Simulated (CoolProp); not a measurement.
Properties of R141b along the isobar 0.101 MPa (Tc = 477.5 K, pc = 4.212 MPa, ω = 0.220).

Model: reference Helmholtz-energy equation of state, Lemmon 2006, in CoolProp. It is a short technical equation, of lower accuracy than the large ones.

| T (K) | phase | density (kg/m³) | cv (kJ/(kg K)) | Joule-Thomson coefficient (K/MPa) | expansivity (1/kK) | fugacity coefficient |
|---|---|---|---|---|---|---|
| 316.8 | gas | 4.639 | 0.7299 | ? | 3.598 | 0.9682 |
| 329.6 | gas | 4.436 | 0.7429 | 30.88 | ? | 0.9725 |
| 342.4 | gas | 4.254 | 0.7570 | ? | 3.195 | 0.9761 |
| 355.2 | gas | 4.087 | 0.7718 | 22.82 | 3.039 | 0.9790 |
| 367.9 | gas | 3.936 | 0.7867 | 20.05 | 2.904 | 0.9814 |
| 380.7 | gas | 3.796 | 0.8017 | 17.79 | 2.783 | 0.9835 |
| 393.5 | gas | 3.665 | 0.8165 | 15.94 | 2.674 | 0.9852 |
| 406.3 | gas | 3.544 | 0.8311 | 14.39 | 2.575 | 0.9867 |
| 419.1 | gas | 3.431 | 0.8453 | ? | 2.485 | 0.9880 |
| 431.8 | gas | 3.327 | ? | 11.96 | 2.402 | 0.9891 |
| 444.6 | gas | 3.227 | 0.8726 | ? | 2.325 | 0.9901 |

Q: Fill in the missing entries.

A: 
- 316.8, Joule-Thomson coefficient (K/MPa): 36.95
- 329.6, expansivity (1/kK): 3.377
- 342.4, Joule-Thomson coefficient (K/MPa): 26.33
- 419.1, Joule-Thomson coefficient (K/MPa): 13.07
- 431.8, cv (kJ/(kg K)): 0.8591
- 444.6, Joule-Thomson coefficient (K/MPa): 11.00
